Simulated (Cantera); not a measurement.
Input: 1 mol SiH₂Cl₂, 0.42 mol C₂H₄, 1800 mol H₂, equilibrated at 140 Pa.

These are equilibrium values from Cantera (NASA tables, ideal gas, pure condensed phases), not measurements of a reactor. Candidate condensed phases: C, C₆H₆, C₇H₈, C₈H₁₈, Si, SiC; 109 gas species. Kinetics and transport are ignored.

**Question.** Which condensed phases are stable at each of these points (T (K)): 1650, 1750, 1850, 1950, 2050, 2150, 2250, 2350?

**Answer.** 
```csv
T (K),condensed phases,Si condensed (%)
1650,SiC(s),83.9
1750,SiC(s),81.8
1850,SiC(s),52.2
1950,gas only,0.0
2050,gas only,0.0
2150,gas only,0.0
2250,gas only,0.0
2350,gas only,0.0
```

From 1650 K to 1850 K the condensed part is SiC(s). From 1950 K to 2350 K nothing is condensed.
